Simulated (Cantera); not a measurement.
A closed system holds: 1 mol H2O, a varied amount of H2, equilibrated at 2100 °C and 13.3 mbar.

Equilibrium computed with Cantera from the NASA thermochemical tables; the gas is ideal and each condensed phase is pure. Candidate condensed phases: H2O; 9 gas species. The numbers say what is thermodynamically allowed, not how fast it happens.

x: gas mole fraction; nothing condenses.

| n(H2) (mol) | x H2 | x H2O | x H | x OH | x O2 |
|---|---|---|---|---|---|
| 0.29 | 0.219 | 0.681 | 0.0566 | 0.0313 | 0.00702 |
| 0.88 | 0.418 | 0.485 | 0.0782 | 0.0161 | 0.000979 |
| 1.5 | (withheld) | (withheld) | 0.0883 | (withheld) | (withheld) |
| 2.1 | 0.601 | 0.296 | 0.0937 | 0.00821 | 0.000177 |
| 2.7 | 0.647 | 0.248 | 0.0973 | 0.00664 | 0.000107 |
| 3.2 | 0.675 | 0.219 | 0.0994 | 0.00572 | 7.63e-5 |
| 3.8 | 0.702 | 0.192 | 0.101 | 0.00492 | 5.41e-5 |
| 4.4 | 0.722 | 0.170 | 0.103 | 0.00431 | 4.04e-5 |
| 5 | 0.738 | 0.153 | 0.104 | 0.00383 | 3.13e-5 |
| 5.6 | 0.752 | 0.139 | 0.105 | 0.00345 | 2.49e-5 |
| 6.2 | 0.763 | 0.128 | 0.106 | (withheld) | (withheld) |
| 6.8 | 0.773 | 0.118 | 0.106 | 0.00288 | 1.69e-5 |

Problem. What belongs in the gaps?

Solution. 
- 1.5, x H2: 0.533
- 1.5, x H2O: 0.367
- 1.5, x OH: 0.0108
- 1.5, x O2: 0.000344
- 6.2, x OH: 0.00314
- 6.2, x O2: 2.04e-5
